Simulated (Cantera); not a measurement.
# Equilibrium for silicon nitride deposition: SiF4 + NH3 + H2

A closed system holds: 1 mol SiF4, 8.4 mol NH3, 6.9 mol H2, at 1002 °C and 1.00 bar.

Method: chemical equilibrium by Gibbs-energy minimisation in Cantera with the NASA 1993 tables (ideal gas, pure condensed phases). Candidate condensed phases: Si, Si3N4; 37 gas species. The tables' values for SiF3 are old estimates; treat these amounts as uncertain. Equilibrium is a limit: real reactors are often held back by kinetics, nucleation or transport.

The x(H2) is 0.788 and the x(N2) is 0.170. The x(SiF4) comes out as 0.0391 and the x(HF) is 0.00223. The x(SiHF3) comes out as 0.00101 and the x(SiF3) comes out as 0.000145. The x(NH3) comes out as 3.96e-5. The x(SiH2F2) is 1.24e-5, the n(Si3N4(s)) comes out as 0.00217 mol and the gas amount is 24.70 mol. The log10 activity of Si(s) (absent) is -3.88.
